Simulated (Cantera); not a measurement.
Equilibrium for nitride etching: AlN + H2O

Charge: 1 mol AlN, a varied amount of H2O, equilibrated at 802 °C and 1.70 mbar.

Cantera equilibrium calculation (NASA polynomials, part measured and part estimated; ideal gas, pure solids and liquids). Candidate condensed phases: Al, AlN, Al2O3, H2O; 35 gas species. Equilibrium is a limit: real reactors are often held back by kinetics, nucleation or transport.

```tsv
n(H2O) (mol)	x H2O	x H2	x N2	x H	x NH3	n Al2O3(s)
3.4	0.487	0.385	0.128	2.21e-7	5.31e-8	0.500
4.2	0.574	0.319	0.106	2.01e-7	3.66e-8	0.500
5.1	0.643	0.268	0.0893	1.84e-7	2.58e-8	0.500
6.3	0.706	0.221	0.0735	1.67e-7	1.75e-8	0.500
7.7	0.756	0.183	0.0610	1.52e-7	1.20e-8	0.500
9.4	0.798	0.152	0.0505	1.39e-7	8.25e-9	0.500
12	0.840	0.120	0.0400	1.23e-7	5.17e-9	0.500
14	0.862	0.103	0.0345	1.14e-7	3.84e-9	0.500
17	0.886	0.0857	0.0286	1.04e-7	2.64e-9	0.500
21	0.907	0.0698	0.0233	9.40e-8	1.75e-9	0.500
```
x: gas mole fraction; n: condensed amount in mol.

From 3.4 mol H2O to 21 mol H2O the condensed part is Al2O3(s).
